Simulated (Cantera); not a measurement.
A freely propagating, adiabatic, planar premixed flame of H₂ : O₂ : N₂ = 1.3 : 0.179 : 0.671 (molar parts), equivalence ratio 3.6, unburnt at 675 K and 1.00 atm; mixture-averaged transport, grid criteria slope 0.08 and curve 0.16, no radiation.

Detailed kinetics in Cantera: the H2/O2 subset of GRI-Mech 3.0, which has no nitrogen chemistry. Burning velocities carry a grid error of a few per cent, more on coarse grids.

Problem. Predict: laminar burning velocity; thermal thickness; peak x(H); peak x(HO₂); peak x(OH).

Solution. 
```
Property                    Result
------------------------  --------
laminar burning velocity  883 cm/s
thermal thickness         0.543 mm
peak x(H)                   0.0679
peak x(HO₂)               0.000159
peak x(OH)                 0.00101
```
